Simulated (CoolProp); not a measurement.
Saturation properties of tetrahydrofuran.

Model: reference Helmholtz-energy equation of state, Fiedler 2023, in CoolProp.

```json
[
 {"T (°C)": "109.55", "p (bar)": "3.467", "enthalpy of vaporisation (kJ/kg)": "381.5", "vapour Z": "0.9303"},
 {"T (°C)": "115.45", "p (bar)": "3.998", "enthalpy of vaporisation (kJ/kg)": "376.4", "vapour Z": "0.9227"},
 {"T (°C)": "121.25", "p (bar)": "4.577", "enthalpy of vaporisation (kJ/kg)": "371.2", "vapour Z": "0.9147"},
 {"T (°C)": "127.15", "p (bar)": "5.229", "enthalpy of vaporisation (kJ/kg)": "365.7", "vapour Z": "0.9060"},
 {"T (°C)": "133.05", "p (bar)": "5.949", "enthalpy of vaporisation (kJ/kg)": "360.1", "vapour Z": "0.8968"},
 {"T (°C)": "138.95", "p (bar)": "6.741", "enthalpy of vaporisation (kJ/kg)": "354.3", "vapour Z": "0.8871"},
 {"T (°C)": "144.85", "p (bar)": "7.608", "enthalpy of vaporisation (kJ/kg)": "348.3", "vapour Z": "0.8767"},
 {"T (°C)": "150.65", "p (bar)": "8.540", "enthalpy of vaporisation (kJ/kg)": "342.3", "vapour Z": "0.8659"},
 {"T (°C)": "156.55", "p (bar)": "9.573", "enthalpy of vaporisation (kJ/kg)": "335.9", "vapour Z": "0.8543"},
 {"T (°C)": "162.45", "p (bar)": "10.70", "enthalpy of vaporisation (kJ/kg)": "329.2", "vapour Z": "0.8420"},
 {"T (°C)": "168.35", "p (bar)": "11.91", "enthalpy of vaporisation (kJ/kg)": "322.3", "vapour Z": "0.8290"},
 {"T (°C)": "174.15", "p (bar)": "13.21", "enthalpy of vaporisation (kJ/kg)": "315.3", "vapour Z": "0.8155"},
 {"T (°C)": "180.05", "p (bar)": "14.63", "enthalpy of vaporisation (kJ/kg)": "307.8", "vapour Z": "0.8009"}
]
```

It boils at 65.9 °C under 1 atm.
